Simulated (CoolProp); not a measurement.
The fluoroketone C6F12O (FK-5-1-12) along the isotherm 191.85 °C: density (kg/m³) from the reference equation and from simpler models built on Tc = 168.7 °C, pc = 1.869 MPa, ω = 0.471; each cubic takes its own stable root.

Computed with CoolProp (reference Helmholtz-energy equation of state, McLinden 2015).

```csv
p (MPa),phase,reference
0.0779,gas,6.446
0.156,gas,13.07
0.234,gas,19.86
0.312,gas,26.83
0.389,gas,33.90
0.467,gas,41.26
0.545,gas,48.85
0.623,gas,56.66
0.701,gas,64.74
0.779,gas,73.08
0.857,gas,81.72
0.935,gas,90.69
```

**Question.** How far does each simpler model (ideal gas, Redlich-Kwong, Soave-Redlich-Kwong, Peng-Robinson) lie from the reference over these 12 states: mean and median of the absolute difference, and the worst?

**Answer.** 
- ideal gas: mean 8.3 %, median 8.1 %, worst -15.7 % at 191.85 °C and 0.935 MPa
- Redlich-Kwong: mean 0.3 %, median 0.2 %, worst +0.6 % at 191.85 °C and 0.935 MPa
- Soave-Redlich-Kwong: mean 0.2 %, median 0.2 %, worst -0.5 % at 191.85 °C and 0.935 MPa
- Peng-Robinson: mean 0.8 %, median 0.8 %, worst +1.5 % at 191.85 °C and 0.935 MPa
